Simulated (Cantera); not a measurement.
A perfectly stirred reactor is fed with CH₄ : O₂ : N₂ = 0.0067 : 0.029 : 1 (molar parts), at 900 Torr; it is held at 1198 K, and followed from long to short residence time.

Cantera simulation using GRI-Mech 3.0 (53 species, 325 reactions); the numbers are that mechanism's predictions, not measurements.

### Question
What does this change do: temperature 1198 to 1525 K?

### Answer
```
quantity                  before     after
-----------------------  -------  --------
x(CH₄) at τ = 0.350 s    3.25e-5   3.32e-6
x(O₂) at τ = 0.350 s      0.0153    0.0151
x(CH₃) at τ = 0.350 s    1.28e-6   3.84e-7
x(C₂H₂) at τ = 0.350 s   4.47e-9  1.90e-10
x(CH₂CO) at τ = 0.350 s  5.25e-8  2.98e-10
x(CH₄) at τ = 6.30 ms    0.00647   3.58e-5
x(O₂) at τ = 6.30 ms      0.0280    0.0154
x(CH₃) at τ = 6.30 ms    2.65e-7   3.05e-6
x(C₂H₂) at τ = 6.30 ms    <1e-12  8.08e-10
x(CH₂CO) at τ = 6.30 ms   <1e-12   6.01e-9
```

### Question
What does this change do: pressure from 900 Torr to 14300 Torr?

### Answer
```tsv
quantity	before	after
x(CH₄) at τ = 0.350 s	3.25e-5	0.000132
x(O₂) at τ = 0.350 s	0.0153	0.0157
x(CH₃) at τ = 0.350 s	1.28e-6	5.61e-7
x(C₂H₂) at τ = 0.350 s	4.47e-9	1.03e-7
x(CH₂CO) at τ = 0.350 s	5.25e-8	1.13e-6
x(CH₄) at τ = 6.30 ms	0.00647	0.00185
x(O₂) at τ = 6.30 ms	0.0280	0.0208
x(CH₃) at τ = 6.30 ms	2.65e-7	4.81e-6
x(C₂H₂) at τ = 6.30 ms	<1e-12	1.20e-6
x(CH₂CO) at τ = 6.30 ms	<1e-12	1.45e-5
```
The pressure lies above the range GRI-Mech 3.0 was tuned for (to about 10 atm).
